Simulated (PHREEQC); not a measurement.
Model water analysis in mmol/kgw, 70 °C, pH 6.76, pe 11.5:

```
constituent                mmol/kgw
-------------------------  --------
Na                              122
K                              1.44
Ca                             47.5
Mg                               21
Cl                              232
S(6)                           8.69
Alkalinity (meq/kgw)          0.121
N(5)                          0.483
Pb                            0.029
Ni                             3.58
Si                            0.086
Br                            0.438
O(0) (counted as O atoms)      0.52
```

Cl is adjusted to close the charge balance.
Valence states are taken as typed.

All values are PHREEQC results (ion-association model, wateq4f.dat), not measurements.

No solid was allowed to form.

**Question.** Order these Ni species by the share of Ni that they hold, largest first: NiCl+, NiSO4, NiCl2, Ni+2, NiCO3.

**Answer.** Ni+2 (79 %), NiCl+ (12 %), NiCl2 (4.5 %), NiSO4 (3.8 %), NiCO3 (0.95 %)

**Question.** Order these C species by the share of C that they hold, largest first: CaHCO3+, NiCO3, CO2, NiHCO3+, HCO3-.

**Answer.** NiCO3 (47 %), HCO3- (32 %), CO2 (7.3 %), CaHCO3+ (6.3 %), NiHCO3+ (3.1 %)

The pH is 6.76 and the ionic strength 0.327 mol/kgw. Examples of supersaturated solids here: Pb(OH)2. Others may be too. Complexes and solids missing from the database can't appear. Away from 25 °C the constants follow the database's enthalpies or fits; those with neither stay at their 25 °C values.
